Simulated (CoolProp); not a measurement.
The numbers come from the reference Helmholtz-energy equation of state, Lemmon 2006 in CoolProp. It is a short technical equation, of lower accuracy than the large ones.

Q: For carbon monoxide, give the phase and the density (kg/m³), cp (kJ/(kg K)), Joule-Thomson coefficient (K/MPa), isothermal compressibility (1/MPa) at 151.4 K and 5.83 MPa; 151.4 K and 23.3 MPa.

A: 
- 151.4 K and 5.83 MPa: supercritical; density 246, cp 3.98, Joule-Thomson coefficient 5.15, isothermal compressibility 0.323
- 151.4 K and 23.3 MPa: supercritical; density 590, cp 1.98, Joule-Thomson coefficient -0.0267, isothermal compressibility 0.00996
